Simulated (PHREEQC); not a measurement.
Alkaline etch or developer: an equilibrium model

Make-up at 40 °C: 0.24 mol/kgw NaOH and 0.0026 mol/kgw H3BO3. It is in equilibrium with CO2 at log p = 0 (atm). Otherwise closed; pH follows from the charge balance.

Model: ion-association model, phreeqc.dat, run in PHREEQC.

Precipitation was switched off in this run.

Task: What pH does the model give?

Result: pH 7.14.

Task: In which forms is Na present?

Result: Na+ 94 %, NaHCO3 5.6 % of the Na.

Away from 25 °C the constants follow the database's enthalpies or fits; those with neither stay at their 25 °C values.
